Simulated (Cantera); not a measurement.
A closed system holds: 1 mol Pb, 0.045 mol CO, 1.8 mol H₂, at 770 Pa.

Cantera equilibrium calculation (NASA polynomials, part measured and part estimated; ideal gas, pure solids and liquids). Candidate condensed phases: C, C₆H₆, C₇H₈, C₈H₁₈, H₂O, Pb, PbO, PbO₂, Pb₃O₄; 113 gas species. The numbers say what is thermodynamically allowed, not how fast it happens.

### Question
At 1198 K, list the 4 most abundant gas species with their mole fractions, and the condensed phases.

### Answer
H₂ 0.897, Pb 0.0810, CO 0.0224, CH₄ 2.04e-5. Condensed: Pb(l).
